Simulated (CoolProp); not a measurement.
A Linde-Hampson liquefier for ethylene: isothermal reversible compression at 320 K from 1 atm to 30 MPa, throttling to 1 atm, return gas leaving the recuperator 2 K below the feed. Each further row changes one setting.

Model: reference Helmholtz-energy equation of state, Smukala 2000, in CoolProp.

```
case                        liquid yield per pass  compression work (kJ/kg of gas)
--------------------------  ---------------------  -------------------------------
as stated                                     ___                              444
high pressure 60 MPa                        0.407                              ___
warm-end temperature 350 K                  0.354                              ___
warm-end gap 7 K                              ___                              444
```

**Question.** Fill in the missing entries.

**Answer.** 
- as stated, liquid yield per pass: 0.426
- high pressure 60 MPa, compression work (kJ/kg of gas): 513
- warm-end temperature 350 K, compression work (kJ/kg of gas): 512
- warm-end gap 7 K, liquid yield per pass: 0.420
